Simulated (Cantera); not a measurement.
**Equilibrium for chlorosilane synthesis and conversion: SiCl4 + HCl + H2**

A closed system holds: 1 mol SiCl4, 4 mol HCl, a varied amount of H2, equilibrated at 1375 K and 0.100 bar.

Method: chemical equilibrium by Gibbs-energy minimisation in Cantera with the NASA 1993 tables (ideal gas, pure condensed phases). Candidate condensed phases: Si; 19 gas species. The tables' values for SiCl3 are old estimates; treat these amounts as uncertain. Equilibrium is a limit: real reactors are often held back by kinetics, nucleation or transport.

From 0.23 mol H2 to 2.7 mol H2 nothing is condensed. The main Si-bearing gas is SiCl4 throughout.

```tsv
n(H2) (mol)	x HCl	x H2	x SiCl4	x SiCl3	x SiCl2
0.23	0.770	0.0398	0.184	0.00545	0.000743
0.35	0.754	0.0598	0.177	0.00659	0.00113
0.53	0.732	0.0884	0.169	0.00786	0.00168
0.79	0.702	0.127	0.158	0.00918	0.00245
1.2	0.660	0.180	0.143	0.0106	0.00358
1.8	0.607	0.248	0.125	0.0118	0.00508
2.7	0.543	0.329	0.104	0.0126	0.00701
```
x: gas mole fraction; nothing condenses.
